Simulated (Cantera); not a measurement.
A perfectly stirred reactor is fed with 1.85 % C2H6, 98.1 % N2, at 1.00 bar; it is held at 1925 K, and followed from long to short residence time.

Cantera simulation using GRI-Mech 3.0 (53 species, 325 reactions); the numbers are that mechanism's predictions, not measurements. GRI-Mech 3.0 stops at C3 and has no aromatics, soot or wall deposition, so with more carbon than oxygen in the feed, carbon stays in small species such as C2H2 where larger ones or solid carbon would form.

x: mole fraction; the columns are a selection and need not sum to one.

```
τ (s)      x C2H6     x CH4     x HCN  x C2H2     x CH3
-------  --------  --------  --------  ------  --------
2.2       8.15e-8  0.000263   0.00103  0.0172   2.77e-5
0.96      1.86e-7  0.000389  0.000725  0.0173   4.18e-5
0.41      4.31e-7  0.000573  0.000501  0.0173   6.36e-5
0.17            ?         ?         ?  0.0172         ?
0.074           ?         ?         ?  0.0171         ?
0.031     5.28e-6   0.00157  0.000184  0.0169  0.000218
0.013     1.19e-5   0.00203  0.000142  0.0166  0.000325
0.0057    2.55e-5   0.00248  0.000115  0.0162  0.000469
0.0024    5.59e-5   0.00296   9.32e-5  0.0157  0.000686
0.0010   0.000122   0.00346   7.41e-5  0.0150   0.00101
0.00044  0.000255   0.00391   5.78e-5  0.0140   0.00144
```

**Question.** Some entries are withheld; supply them.

**Answer.** 
- 0.17, x C2H6: 1.02e-6
- 0.17, x CH4: 0.000836
- 0.17, x HCN: 0.000345
- 0.17, x CH3: 9.76e-5
- 0.074, x C2H6: 2.30e-6
- 0.074, x CH4: 0.00116
- 0.074, x HCN: 0.000249
- 0.074, x CH3: 0.000145
